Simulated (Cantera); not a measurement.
Charge: 1 mol CH3SiH3, 0.024 mol C2H2, 56 mol H2, held at 1900 K.

Cantera equilibrium calculation (NASA polynomials, part measured and part estimated; ideal gas, pure solids and liquids). Candidate condensed phases: C, C6H6, C7H8, C8H18, Si, SiC; 87 gas species. The feed counts by its element totals alone. Equilibrium is a limit: real reactors are often held back by kinetics, nucleation or transport.

Question: Which condensed phases are stable at each of these points (P (Pa)): 100, 270, 720, 1900, 5200, 14000, 37000, 100000?

Answer: 
```csv
P (Pa),condensed phases,Si condensed (%)
100,C(graphite) + SiC(s),96.9
270,C(graphite) + SiC(s),98.8
720,C(graphite) + SiC(s),99.5
1900,C(graphite) + SiC(s),99.8
5200,C(graphite) + SiC(s),99.9
14000,SiC(s),100.0
37000,SiC(s),100.0
100000,SiC(s),100.0
```

From 0.00100 bar to 0.0520 bar the condensed part is C(graphite) + SiC(s). From 0.140 bar to 1.00 bar the condensed part is SiC(s).
